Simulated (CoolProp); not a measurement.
Ethanol along the isotherm 559.2 K: Z from the reference equation and from simpler models built on Tc = 514.7 K, pc = 6268 kPa, ω = 0.644; each cubic takes its own stable root.

Values from CoolProp's reference Helmholtz-energy equation of state, Schroeder 2014.

```json
[
 {"p (kPa)": "3130", "phase": "gas", "reference": "0.8914", "van der Waals": "0.8648", "Peng-Robinson": "0.8564"},
 {"p (kPa)": "6270", "phase": "supercritical", "reference": "0.7493", "van der Waals": "0.6765", "Peng-Robinson": "0.6977"},
 {"p (kPa)": "9400", "phase": "supercritical", "reference": "0.5341", "van der Waals": "0.4214", "Peng-Robinson": "0.5367"},
 {"p (kPa)": "12500", "phase": "supercritical", "reference": "0.3789", "van der Waals": "0.4530", "Peng-Robinson": "0.4630"},
 {"p (kPa)": "15700", "phase": "supercritical", "reference": "0.3834", "van der Waals": "0.5205", "Peng-Robinson": "0.4722"},
 {"p (kPa)": "18800", "phase": "supercritical", "reference": "0.4169", "van der Waals": "0.5906", "Peng-Robinson": "0.5049"},
 {"p (kPa)": "21900", "phase": "supercritical", "reference": "0.4575", "van der Waals": "0.6614", "Peng-Robinson": "0.5449"},
 {"p (kPa)": "25100", "phase": "supercritical", "reference": "0.5021", "van der Waals": "0.7345", "Peng-Robinson": "0.5891"},
 {"p (kPa)": "28200", "phase": "supercritical", "reference": "0.5462", "van der Waals": "0.8048", "Peng-Robinson": "0.6331"},
 {"p (kPa)": "31300", "phase": "supercritical", "reference": "0.5906", "van der Waals": "0.8745", "Peng-Robinson": "0.6775"}
]
```
